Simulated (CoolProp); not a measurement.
Vapour-liquid equilibrium of nitrogen (1) + carbon monoxide (2) at 96.7 K; x and y are mole fractions of (1).

Model: multi-fluid Helmholtz-energy mixture model, Span 2000 and Lemmon 2006; pair parameters Gernert 2013, in CoolProp.

```csv
x,"bubble pressure, mixture model (bar)","bubble pressure, Raoult's law (bar)","y, mixture model","y, Raoult's law"
0.05,?,4.324,0.071,0.071
0.2,4.667,4.611,?,0.266
0.35,?,4.899,0.433,0.439
0.5,5.289,5.186,?,0.592
0.65,?,5.474,?,0.730
0.8,?,5.761,0.839,0.853
0.95,?,6.048,0.960,0.965
```

Task: Complete the blanks.

Result: 
- 0.05, bubble pressure, mixture model (bar): 4.338
- 0.2, y, mixture model: 0.264
- 0.35, bubble pressure, mixture model (bar): 4.986
- 0.5, y, mixture model: 0.581
- 0.65, bubble pressure, mixture model (bar): 5.572
- 0.65, y, mixture model: 0.715
- 0.8, bubble pressure, mixture model (bar): 5.833
- 0.95, bubble pressure, mixture model (bar): 6.071

The largest gap from Raoult's law is +2.0 % in bubble pressure, at x = 0.5. No azeotrope shows between x = 0.05 and 0.95.

Pair parameters are fitted to limited data, so mixtures are less certain than the pure fluids.
